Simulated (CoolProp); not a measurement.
Properties of nitrogen along the isobar 0.582 MPa.

Computed with CoolProp (reference Helmholtz-energy equation of state, Span 2000).

```csv
T (°C),phase,density (kg/m³),fugacity coefficient
-204.65,liquid,…,0.05363
-193.35,liquid,796.1,…
-182.05,liquid,…,0.6174
-170.75,gas,21.68,0.8955
-159.45,gas,…,…
-148.15,gas,16.71,…
-136.95,gas,15.10,0.9552
-125.65,gas,13.79,…
-114.35,gas,…,0.9723
-103.05,gas,11.79,0.9779
-91.75,gas,11.01,0.9823
-80.45,gas,10.32,0.9858
-69.15,gas,9.724,0.9885
-57.95,gas,9.197,0.9908
-46.65,gas,8.722,0.9926
-35.35,gas,8.295,0.9941
```

### Question
Fill in the missing entries.

### Answer

- -204.65, density (kg/m³): 846.0
- -193.35, fugacity coefficient: 0.2239
- -182.05, density (kg/m³): 740.1
- -159.45, density (kg/m³): 18.80
- -159.45, fugacity coefficient: 0.9232
- -148.15, fugacity coefficient: 0.9420
- -125.65, fugacity coefficient: 0.9650
- -114.35, density (kg/m³): 12.71
